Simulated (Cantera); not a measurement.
What does this Cantera script print?

```python
import numpy as np
import cantera as ct

gas_names = """
    C CH CH2 CH3 CH2OH CH3O CH4 CH3OH CO CO2 COOH C2 C2H CHCO,ketyl C2H2,acetylene C2H2,vinylidene
    CH2CO,ketene C2H3,vinyl CH3CO,acetyl C2H4 C2H4O,ethylen CH3CHO,ethanal CH3COOH (HCOOH)2 C2H5 C2H6
    CH3OCH3 C2H5OH C2O C3 C3H3,propargyl C3H4,allene C3H4,propyne C3H4,cyclo- C3H5,allyl C3H6,propylene
    C3H6,cyclo- C3H6O C3H7,n-propyl C3H7,i-propyl C3H8 C3H8O,1propanol C3H8O,2propanol C3O2 C4 C4H2
    C4H4,1,3-cyclo- C4H6,butadiene C4H6,2-butyne C4H6,cyclo- C4H8,1-butene C4H8,cis2-buten
    C4H8,tr2-butene C4H8,isobutene C4H8,cyclo- (CH3COOH)2 C4H9,n-butyl C4H9,i-butyl C4H9,s-butyl
    C4H9,t-butyl C4H10,isobutane C4H10,n-butane C5 C5H6,1,3cyclo- C5H8,cyclo- C5H10,1-pentene
    C5H10,cyclo- C5H11,pentyl C5H11,t-pentyl C5H12,n-pentane C5H12,i-pentane CH3C(CH3)2CH3 C6H2
    C6H5,phenyl C6H5O,phenoxy C6H6 C6H5OH,phenol C6H10,cyclo- C6H12,1-hexene C6H12,cyclo- C6H13,n-hexyl
    C7H7,benzyl C7H8 C7H8O,cresol C7H14,1-heptene C7H15,n-heptyl C7H16,n-heptane C8H8,styrene
    C8H10,ethylbenz C8H16,1-octene C8H17,n-octyl C8H18,isooctane C8H18,n-octane C9H19,n-nonyl
    C10H8,naphthale C10H21,n-decyl C12H9,o-bipheny C12H10,bipheny H HCO HO2 H2 HCHO,formaldehy HCOOH H2O
    H2O2 O OH O2 O3
""".split()
cond_names = """
    C(gr) C6H6(L) C7H8(L) C8H18(L),n-octa H2O(s) H2O(L)
""".split()


def load(file, names, dense=False):
    # The tables refer to 1 bar. Condensed volumes are neglected.
    table = {s.name: s for s in ct.Species.list_from_file(file)}
    out = []
    for n in names:
        d = dict(table[n].input_data)
        d["thermo"] = dict(d["thermo"], **{"reference-pressure": 1e5})
        if dense:
            d["equation-of-state"] = {"model": "constant-volume", "density": "1e6 g/cm^3"}
        out.append(ct.Species.from_dict(d))
    return out


gas = ct.Solution(thermo="ideal-gas", species=load("nasa_gas.yaml", gas_names))
cond = {s.name: ct.Solution(thermo="fixed-stoichiometry", species=[s], name=s.name)
        for s in load("nasa_condensed.yaml", cond_names, dense=True)}
atoms = {
    'n-butane': {'C': 4, 'H': 10},
    'O2': {'O': 2},
    'H2': {'H': 2},
}
top_T = {'C(gr)': 4500}  # K; cautious upper limits of use, not melting points


def equilibrate(T, P, feed):
    n = {}
    for name, mol in feed.items():
        for a, k in atoms[name].items():
            n[a] = n.get(a, 0.0) + k * mol
    gas.TPX = T, P, n
    mass = sum(n.values()) * gas.mean_molecular_weight
    gas.equilibrate("TP")
    valid = [c for c in cond.values() if c.min_temp <= T <= top_T.get(c.name, c.max_temp)]
    mix = ct.Mixture([(gas, mass / gas.mean_molecular_weight)] + [(c, 0.0) for c in valid])
    mix.T, mix.P = T, P
    mix.equilibrate("TP", solver="vcs", rtol=1e-11, max_steps=5000)
    return mix


results = []
feed = {'n-butane': 1, 'O2': 1.5, 'H2': 7.1}  # mol
P = 12000  # Pa
for T in [1873, 1898, 1923, 1948, 1973, 1998, 2023, 2048, 2073, 2098, 2123, 2148, 2173]:
    mix = equilibrate(T, P, feed)
    results.append((T, P, feed, dict(zip(mix.species_names, mix.species_moles))))

top = {s: max(r[3][s] / sum(r[3][g] for g in gas_names) for r in results) for s in gas_names}
cols = sorted((s for s in top if top[s] > 0.001), key=lambda s: -top[s])[:6]
seen = [c for c in cond_names if any(r[3].get(c, 0) > 1e-12 for r in results)]
print("log10 of partial pressures in bar; condensed amounts in mol")
print(f"{'T/K':>10s}" + "".join(f"{s[:9]:>10s}" for s in cols + seen))
for T, P, feed, n in results:
    ng = sum(n[g] for g in gas_names)
    print(f"{T:10.4g}" + "".join(f"{np.log10(max(n[s] / ng * P / 1e5, 1e-99)):10.3f}" for s in cols)
          + "".join(f"{n.get(c, 0):10.4g}" for c in seen))
```

Output:

```
log10 of partial pressures in bar; condensed amounts in mol
       T/K        H2        CO         H C2H2,acet     C(gr)
      1873    -1.018    -1.623    -3.699    -4.524    0.9918
      1898    -1.018    -1.623    -3.616    -4.443    0.9903
      1923    -1.018    -1.623    -3.535    -4.364    0.9885
      1948    -1.019    -1.623    -3.456    -4.287    0.9864
      1973    -1.019    -1.623    -3.379    -4.212     0.984
      1998    -1.019    -1.624    -3.304    -4.140    0.9812
      2023    -1.020    -1.624    -3.231    -4.069     0.978
      2048    -1.020    -1.624    -3.160    -4.000    0.9742
      2073    -1.021    -1.624    -3.090    -3.933      0.97
      2098    -1.022    -1.624    -3.023    -3.867    0.9652
      2123    -1.022    -1.625    -2.956    -3.803    0.9597
      2148    -1.023    -1.625    -2.892    -3.741    0.9535
      2173    -1.024    -1.625    -2.828    -3.680    0.9466
```

Equilibrium computed with Cantera from the NASA thermochemical tables; the gas is ideal and each condensed phase is pure.
